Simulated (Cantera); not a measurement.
A closed system holds: 1 mol Ta2O5, 2.5 mol CH4, 0.36 mol H2, 14 mol CO, at 2325 K and 6.23 Torr.

Method: chemical equilibrium by Gibbs-energy minimisation in Cantera with the NASA 1993 tables (ideal gas, pure condensed phases). Candidate condensed phases: C, C6H6, C7H8, C8H18, H2O, Ta, TaC, Ta2O5; 113 gas species. Mutual solubility and eutectic melting of coexisting phases are not modelled. Condensed phases not in the tables: Ta2C, N, O or C dissolved in the metal. The numbers say what is thermodynamically allowed, not how fast it happens.

Base state: CO 0.723, H2 0.207, H 0.0549, TaO2 0.0113, TaO 0.00253, H2O 0.00107, CO2 0.000659, OH 4.74e-5 (mole fractions); condensed: Ta(s) + Ta2O5(l).

Q: What changes in the equilibrium state with this change: pressure from 6.23 Torr to 0.630 Torr?

A: 
```csv
species,before,after
CO,0.723,0.657
H,0.0549,0.143
H2,0.207,0.142
TaO,0.00253,0.0153
TaO2,0.0113,0.0417
O,8.56e-6,5.18e-5
H2O,0.00107,0.000450
CO2,0.000659,0.000367
"Ta(s), mol",0.930,0.570
"Ta2O5(l), mol",0.377,0
```

Q: What changes in the equilibrium state with this change: pressure from 6.23 Torr to 75.0 Torr?

A: 
```
species         before     after
-------------  -------  --------
CO               0.723     0.747
H2               0.207     0.233
H               0.0549    0.0168
TaO2            0.0113  0.000936
TaO            0.00253  0.000210
OH             4.74e-5   1.45e-5
H2O            0.00107   0.00121
Ta(s), mol       0.930      1.01
Ta2O5(l), mol    0.377     0.482
```
